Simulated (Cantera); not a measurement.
NO annealing gas

A perfectly stirred reactor is fed with NO : N₂ = 1 : 4.9 (molar parts), at 1.50 bar; it is held at 2148 K, and followed from long to short residence time.

Computed with Cantera and GRI-Mech 3.0 (53 species, 325 reactions).

```
τ (s)      x NO    x N₂O      x O₂   x N₂       x O
-------  ------  -------  --------  -----  --------
16       0.0106  5.72e-7    0.0792  0.910  0.000446
4.1      0.0181  6.66e-7    0.0754  0.906  0.000436
1.1      0.0389  1.22e-6    0.0651  0.896  0.000407
0.27     0.0875  4.23e-6    0.0408  0.871  0.000328
0.070     0.139  1.02e-5    0.0152  0.846  0.000216
0.018     0.162  1.38e-5   0.00386  0.834  0.000138
0.0046    0.168  1.46e-5  0.000883  0.831  0.000105
0.0012    0.169  1.40e-5  0.000171  0.831   8.20e-5
0.00030   0.169  1.12e-5   1.59e-5  0.831   4.17e-5
```
x: mole fraction; the columns are a selection and need not sum to one.
